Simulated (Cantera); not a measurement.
Input: 1 mol AlN, a varied amount of Cl2, at 2000 K and 2.00 Pa.

These are equilibrium values from Cantera (NASA tables, ideal gas, pure condensed phases), not measurements of a reactor. Candidate condensed phases: Al, AlCl3, AlN; 11 gas species. The tables' values for AlCl2 are old estimates; treat these amounts as uncertain. Equilibrium is a limit: real reactors are often held back by kinetics, nucleation or transport.

x: gas mole fraction; nothing condenses.

| n(Cl2) (mol) | x Cl | x AlCl | x N2 | x AlCl2 | x Al |
|---|---|---|---|---|---|
| 1.2 | 0.477 | 0.336 | 0.174 | 0.0112 | (withheld) |
| 1.8 | 0.630 | 0.235 | 0.123 | 0.0103 | (withheld) |
| 2.4 | 0.714 | 0.180 | 0.0953 | 0.00899 | (withheld) |
| 3 | 0.767 | 0.146 | 0.0776 | 0.00783 | (withheld) |
| 3.6 | 0.804 | 0.123 | 0.0655 | 0.00690 | (withheld) |
| 4.2 | 0.830 | 0.106 | 0.0566 | 0.00615 | (withheld) |
| 4.8 | 0.850 | 0.0933 | 0.0498 | 0.00554 | (withheld) |
| 5.4 | 0.866 | 0.0832 | 0.0445 | 0.00503 | (withheld) |
| 6 | 0.879 | 0.0751 | 0.0402 | 0.00461 | (withheld) |
| 6.6 | 0.890 | 0.0685 | 0.0367 | 0.00425 | (withheld) |
| 7.2 | 0.899 | 0.0629 | 0.0337 | 0.00395 | 0.000128 |
| 7.8 | 0.906 | 0.0581 | 0.0312 | 0.00368 | (withheld) |

Task: What belongs in the gaps?

Result: 
- 1.2, x Al: 0.00129
- 1.8, x Al: 0.000684
- 2.4, x Al: 0.000463
- 3, x Al: 0.000350
- 3.6, x Al: 0.000281
- 4.2, x Al: 0.000235
- 4.8, x Al: 0.000201
- 5.4, x Al: 0.000176
- 6, x Al: 0.000157
- 6.6, x Al: 0.000141
- 7.8, x Al: 0.000118
